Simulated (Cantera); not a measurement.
A Cantera script and its output.

```python
import numpy as np
import cantera as ct

gas = ct.Solution("gri30.yaml", transport_model="multicomponent")
show = ['NH3', 'O', 'NO']

rows = []
print(f"{'T/K':>7s}{'rho':>11s}{'cp':>10s}{'mu':>11s}{'lambda':>11s}{'Pr':>7s}" + "".join(f"{'D_' + s:>11s}" for s in show))
for T in [400, 500, 600, 700, 800, 900, 1000, 1100, 1200]:
    gas.TPX = T, 320, {'C2H4': 0.29}
    Pr = gas.cp_mass * gas.viscosity / gas.thermal_conductivity
    D = [gas.mix_diff_coeffs_mole[gas.species_index(s)] for s in show]
    rows.append([gas.density, gas.cp_mass, gas.viscosity, gas.thermal_conductivity, Pr, *D])
    print(f"{T:7g}{gas.density:11.4e}{gas.cp_mass:10.1f}{gas.viscosity:11.4e}"
          f"{gas.thermal_conductivity:11.4e}{Pr:7.3f}" + "".join(f"{d:11.4e}" for d in D))
print("SI units: kg/m3, J/kg/K, Pa s, W/m/K, m2/s")
```

Result:

```
    T/K        rho        cp         mu     lambda     Pr      D_NH3        D_O       D_NO
    400 2.6993e-03    1876.5 1.3349e-05 3.3468e-02  0.748 8.8194e-03 1.3310e-02 8.4904e-03
    500 2.1594e-03    2220.0 1.6342e-05 4.8402e-02  0.750 1.3636e-02 1.9753e-02 1.2647e-02
    600 1.7995e-03    2528.6 1.9101e-05 6.4386e-02  0.750 1.9312e-02 2.7128e-02 1.7411e-02
    700 1.5425e-03    2785.0 2.1665e-05 8.0425e-02  0.750 2.5773e-02 3.5367e-02 2.2739e-02
    800 1.3496e-03    2990.8 2.4066e-05 9.5982e-02  0.750 3.2962e-02 4.4420e-02 2.8596e-02
    900 1.1997e-03    3167.1 2.6332e-05 1.1128e-01  0.749 4.0829e-02 5.4244e-02 3.4954e-02
   1000 1.0797e-03    3354.1 2.8480e-05 1.2754e-01  0.749 4.9336e-02 6.4807e-02 4.1791e-02
   1100 9.8156e-04    3497.7 3.0529e-05 1.4269e-01  0.748 5.8451e-02 7.6079e-02 4.9088e-02
   1200 8.9977e-04    3624.8 3.2491e-05 1.5751e-01  0.748 6.8146e-02 8.8037e-02 5.6829e-02
SI units: kg/m3, J/kg/K, Pa s, W/m/K, m2/s
```

Detailed kinetics in Cantera: GRI-Mech 3.0 (53 species, 325 reactions). The composition is frozen, though it would react at the higher temperatures.
